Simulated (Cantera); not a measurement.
## Equilibrium for calcination and drying: MgCO3 + H2 + CO2

A closed system holds: 1 mol MgCO3, 2.7 mol H2, 1.6 mol CO2, equilibrated at 18.0 Pa.

These are equilibrium values from Cantera (NASA tables, ideal gas, pure condensed phases), not measurements of a reactor. Candidate condensed phases: C, C6H6, C7H8, C8H18, H2O, Mg, MgCO3, MgO, Mg(OH)2; 116 gas species. Kinetics and transport are ignored.

| T (K) | x H2O | x CO | x H2 | x CO2 | x Mg | x H | x O2 | x OH | x O | n MgO(s) |
|---|---|---|---|---|---|---|---|---|---|---|
| 1198 | 0.269 | 0.269 | 0.240 | 0.221 | 2.63e-10 | 6.94e-6 | 1.04e-12 | 6.15e-8 | 1.82e-12 | 1.00 |
| 1273 | 0.281 | 0.281 | 0.228 | 0.209 | 4.32e-9 | 2.54e-5 | 2.39e-11 | 3.61e-7 | 3.92e-11 | 1.00 |
| 1348 | 0.291 | 0.291 | 0.218 | 0.199 | 5.17e-8 | 8.05e-5 | 3.87e-10 | 1.73e-6 | 5.99e-10 | 1.00 |
| 1423 | 0.300 | 0.300 | 0.209 | 0.190 | 4.74e-7 | 0.000226 | 4.68e-9 | 7.06e-6 | 6.87e-9 | 1.000 |
| 1498 | 0.308 | 0.308 | 0.201 | 0.183 | 3.46e-6 | 0.000574 | 4.41e-8 | 2.49e-5 | 6.18e-8 | 1.000 |
| 1573 | 0.314 | 0.314 | 0.194 | 0.176 | 2.08e-5 | 0.00134 | 3.36e-7 | 7.80e-5 | 4.51e-7 | 1.000 |
| 1648 | 0.320 | 0.320 | 0.187 | 0.170 | 0.000106 | 0.00287 | 2.13e-6 | 0.000220 | 2.75e-6 | 0.999 |
| 1723 | 0.324 | 0.324 | 0.181 | 0.165 | 0.000465 | 0.00578 | 1.15e-5 | 0.000567 | 1.44e-5 | 0.997 |
| 1798 | 0.326 | 0.326 | 0.173 | 0.161 | 0.00179 | 0.0109 | 5.50e-5 | 0.00135 | 6.60e-5 | 0.990 |
| 1873 | 0.326 | 0.324 | 0.163 | 0.158 | 0.00605 | 0.0194 | 0.000239 | 0.00302 | 0.000272 | 0.967 |
| 1948 | 0.323 | 0.314 | 0.147 | 0.157 | 0.0179 | 0.0323 | 0.000993 | 0.00641 | 0.00104 | 0.900 |
| 2023 | 0.311 | 0.291 | 0.123 | 0.158 | 0.0461 | 0.0496 | 0.00419 | 0.0131 | 0.00384 | 0.730 |
| 2098 | 0.277 | 0.247 | 0.0907 | 0.153 | 0.105 | 0.0691 | 0.0178 | 0.0251 | 0.0136 | 0.310 |
| 2173 | 0.219 | 0.232 | 0.0797 | 0.123 | 0.134 | 0.102 | 0.0386 | 0.0373 | 0.0333 | 0 |
x: gas mole fraction; n: condensed amount in mol.

From 1198 K to 2098 K the condensed part is MgO(s). At 2173 K nothing is condensed.
